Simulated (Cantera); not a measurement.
A Cantera script and its output.

```python
import numpy as np
import cantera as ct

gas = ct.Solution("h2o2.yaml")
gas.TPX = 600, 1000000, {'H2': 1, 'O2': 0.357, 'N2': 1.34}
inlet = ct.Reservoir(gas, clone=True)
gas.equilibrate("HP")  # start burning
reactor = ct.IdealGasConstPressureReactor(gas, energy="on", clone=False)
exhaust = ct.Reservoir(gas, clone=True)
tau = [0.077, 0.043, 0.024, 0.013, 0.0072, 0.004, 0.0022, 0.0012, 0.00068, 0.00037, 0.00021, 0.00011, 6.3e-05][0]
for a, b in ((inlet, reactor), (reactor, exhaust)):
    ct.MassFlowController(a, b, mdot=lambda t: reactor.mass / tau)
net = ct.ReactorNet([reactor])
show = ['H2', 'O2', 'O', 'HO2', 'H2O2', 'H2O']

rows = []
print(f"{'tau/s':>10s}{'T/K':>9s}" + "".join(f"{s:>11s}" for s in show))
for tau in [0.077, 0.043, 0.024, 0.013, 0.0072, 0.004, 0.0022, 0.0012, 0.00068, 0.00037, 0.00021, 0.00011, 6.3e-05]:
    net.initial_time = 0.0
    net.advance(30 * tau)
    before = gas.X
    net.advance(40 * tau)
    drift = np.max(np.abs(gas.X - before) / (gas.X + 1e-9))
    rows.append([gas.T, *gas[show].X, drift])
    print(f"{tau:10.3e}{gas.T:9.1f}" + "".join(f"{x:11.3e}" for x in gas[show].X))
```

Result:

```
     tau/s      T/K         H2         O2          O        HO2       H2O2        H2O
 7.700e-02   2528.9  1.213e-01  3.250e-05  2.933e-05  6.426e-08  3.996e-08  3.026e-01
 4.300e-02   2528.7  1.213e-01  3.485e-05  2.971e-05  6.647e-08  4.074e-08  3.025e-01
 2.400e-02   2528.3  1.213e-01  3.901e-05  3.040e-05  7.045e-08  4.214e-08  3.025e-01
 1.300e-02   2527.6  1.213e-01  4.677e-05  3.170e-05  7.810e-08  4.478e-08  3.024e-01
 7.200e-03   2526.3  1.212e-01  5.987e-05  3.397e-05  9.165e-08  4.936e-08  3.023e-01
 4.000e-03   2524.3  1.212e-01  8.187e-05  3.803e-05  1.162e-07  5.733e-08  3.021e-01
 2.200e-03   2520.7  1.212e-01  1.185e-04  4.538e-05  1.625e-07  7.136e-08  3.018e-01
 1.200e-03   2515.0  1.211e-01  1.775e-04  5.871e-05  2.508e-07  9.557e-08  3.012e-01
 6.800e-04   2506.9  1.210e-01  2.615e-04  8.034e-05  4.045e-07  1.324e-07  3.005e-01
 3.700e-04   2494.3  1.209e-01  3.961e-04  1.199e-04  7.105e-07  1.936e-07  2.993e-01
 2.100e-04   2478.0  1.207e-01  5.818e-04  1.811e-04  1.224e-06  2.770e-07  2.977e-01
 1.100e-04   2452.8  1.205e-01  9.004e-04  2.963e-04  2.265e-06  4.081e-07  2.953e-01
 6.300e-05   2424.0  1.204e-01  1.308e-03  4.539e-04  3.767e-06  5.530e-07  2.926e-01
```

Model: the H2/O2 subset of GRI-Mech 3.0, which has no nitrogen chemistry, integrated in Cantera. The hydrogen kinetics of GRI-Mech 3.0 are dated; newer H2 mechanisms differ, most at raised pressure.
